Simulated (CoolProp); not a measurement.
Vapour-liquid equilibrium of n-pentane (1) + benzene (2) at 150.45 °C; x and y are mole fractions of (1).

The numbers come from the multi-fluid Helmholtz-energy mixture model, Thol 2019 and Thol 2012; pair parameters Bell 2016 in CoolProp.

Q: Give the bubble pressure and the first vapour's composition at x = 0.05, 0.275, 0.95. Is there an azeotrope?

A: x = 0.05: 0.6632 MPa, y = 0.142; x = 0.275: 0.9413 MPa, y = 0.493; x = 0.95: 1.560 MPa, y = 0.968. No azeotrope shows between x = 0.05 and 0.95.

The pair parameters rest on a limited set of measurements; away from them the model extrapolates.
